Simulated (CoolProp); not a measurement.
Properties of CF4 (R14) along the isotherm 258.4 K (Tc = 227.4 K, pc = 37.62 bar, ω = 0.178).

The numbers come from the reference Helmholtz-energy equation of state, Platzer 1990 in CoolProp. This equation is an older, rougher fit; its heat capacities, sound speeds and derivatives of the liquid may be far off and weren't checked against measurements.

| p (bar) | phase | density (kg/m³) | viscosity (µPa s) | conductivity (mW/(m K)) | fugacity coefficient |
|---|---|---|---|---|---|
| 34.2 | gas | 181.3 | 18.6 | ___ | 0.8056 |
| 68.4 | supercritical | 548.4 | 31.0 | 26.4 | 0.6334 |
| 103 | supercritical | 859.4 | ___ | 35.0 | 0.5123 |
| 137 | supercritical | 983.6 | 63.6 | 40.2 | 0.4476 |
| 171 | supercritical | 1058 | 72.1 | 44.4 | 0.4110 |
| 205 | supercritical | 1111 | 79.0 | 48.0 | 0.3897 |
| 239 | supercritical | 1153 | ___ | 51.2 | ___ |
| 274 | supercritical | 1189 | 90.2 | 54.2 | 0.3726 |
| 308 | supercritical | 1219 | 95.0 | 56.9 | 0.3721 |
| 342 | supercritical | 1245 | ___ | 59.4 | 0.3753 |
| 376 | supercritical | 1269 | 104 | 61.8 | 0.3813 |

Q: What belongs in the gaps?

A: 
- 34.2, conductivity (mW/(m K)): 15.8
- 103, viscosity (µPa s): 51.6
- 239, viscosity (µPa s): 84.8
- 239, fugacity coefficient: 0.3780
- 342, viscosity (µPa s): 99.5

Viscosity comes from a separate model (Huber 2003), an estimate that may be off by 10 % or more. Thermal conductivity comes from a separate model (Huber 2003), an estimate that may be off by 10 % or more.
